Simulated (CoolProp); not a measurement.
A Linde-Hampson liquefier for ethane: isothermal reversible compression at 320 K from 1 atm to 25 MPa, throttling to 1 atm, return gas leaving the recuperator 10 K below the feed. Each further row changes one setting.

The numbers come from the reference Helmholtz-energy equation of state, Bücker 2006 in CoolProp.

| case | liquid yield per pass | compression work (kJ/kg of gas) |
|---|---|---|
| as stated | 0.453 | 378 |
| high pressure 50 MPa | 0.436 | 436 |
| warm-end temperature 350 K | 0.374 | 443 |
| warm-end gap 15 K | 0.446 | 378 |
